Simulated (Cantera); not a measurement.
An isothermal, constant-pressure homogeneous reactor starts with C2H6 : N2 = 1 : 4.3 (molar parts), at 1825 K and 10.00 Torr. Integrator tolerance rtol = 1e-08.

Detailed kinetics in Cantera: GRI-Mech 3.0 (53 species, 325 reactions). GRI-Mech 3.0 stops at C3 and has no aromatics, soot or wall deposition, so with more carbon than oxygen in the feed, carbon stays in small species such as C2H2 where larger ones or solid carbon would form. Radical loss at walls, strong at low pressure, is not modelled.

**Question.** What does this change do: pressure from 10.00 Torr to 1.58 Torr?

**Answer.** 
| quantity | before | after |
|---|---|---|
| x(C2H6) at 4.00 s | 2.64e-10 (gas-phase equilibrium 2.20e-11) | 7.87e-9 (gas-phase equilibrium <1e-12) |
| x(C2H2) at 4.00 s | 0.137 (gas-phase equilibrium 0.0748) | 0.136 (gas-phase equilibrium 0.0747) |
| x(CH2) at 4.00 s | 1.24e-7 (gas-phase equilibrium 3.12e-8) | 1.37e-6 (gas-phase equilibrium 3.10e-8) |
| x(C2H) at 4.00 s | 9.75e-6 (gas-phase equilibrium 5.34e-6) | 1.19e-5 (gas-phase equilibrium 1.35e-5) |
| x(CH4) at 4.00 s | 0.000100 (gas-phase equilibrium 2.49e-5) | 0.000758 (gas-phase equilibrium 3.89e-6) |
| x(HCN) at 4.00 s | 5.69e-5 (gas-phase equilibrium 0.124) | 4.21e-5 (gas-phase equilibrium 0.124) |

**Question.** What does this change do: 0.091 parts H2O added?

**Answer.** 
```
quantity                                              before                                     after
-----------------  -----------------------------------------  ----------------------------------------
x(C2H6) at 4.00 s  2.64e-10 (gas-phase equilibrium 2.20e-11)  2.46e-9 (gas-phase equilibrium 2.19e-11)
x(C2H2) at 4.00 s       0.137 (gas-phase equilibrium 0.0748)      0.127 (gas-phase equilibrium 0.0686)
x(CH2) at 4.00 s     1.24e-7 (gas-phase equilibrium 3.12e-8)   3.69e-7 (gas-phase equilibrium 3.05e-8)
x(C2H) at 4.00 s     9.75e-6 (gas-phase equilibrium 5.34e-6)   8.73e-6 (gas-phase equilibrium 4.80e-6)
x(CH4) at 4.00 s    0.000100 (gas-phase equilibrium 2.49e-5)  0.000323 (gas-phase equilibrium 2.54e-5)
x(HCN) at 4.00 s       5.69e-5 (gas-phase equilibrium 0.124)     9.50e-5 (gas-phase equilibrium 0.118)
```
